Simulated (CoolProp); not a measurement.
Aqueous ammonia as a coolant, at 4 °C, 1 atm.

Computed with CoolProp (Melinder's fits for secondary coolants).

| mass % | freezing point (°C) | density (kg/m³) | viscosity (mPa s) | Prandtl number | cp (kJ/(kg K)) |
|---|---|---|---|---|---|
| 4.6 | -5.6 | 981.5 | 1.69 | 13.3 | 4.206 |
| 8.3 | -10.8 | 967.7 | … | 14.1 | 4.210 |
| 12 | -17.1 | 955.0 | … | 15.4 | … |
| 15.7 | -24.9 | … | 1.90 | 17.0 | 4.220 |
| 19.4 | -34.6 | 931.8 | … | … | 4.225 |
| 23.1 | -47.4 | 921.0 | … | 19.2 | 4.232 |
| 26.7 | -63.9 | 910.9 | … | 19.4 | 4.241 |

Question: Some entries are withheld; supply them.

Answer: 
- 8.3, viscosity (mPa s): 1.73
- 12, viscosity (mPa s): 1.80
- 12, cp (kJ/(kg K)): 4.215
- 15.7, density (kg/m³): 943.1
- 19.4, viscosity (mPa s): 1.98
- 19.4, Prandtl number: 18.5
- 23.1, viscosity (mPa s): 1.99
- 26.7, viscosity (mPa s): 1.97
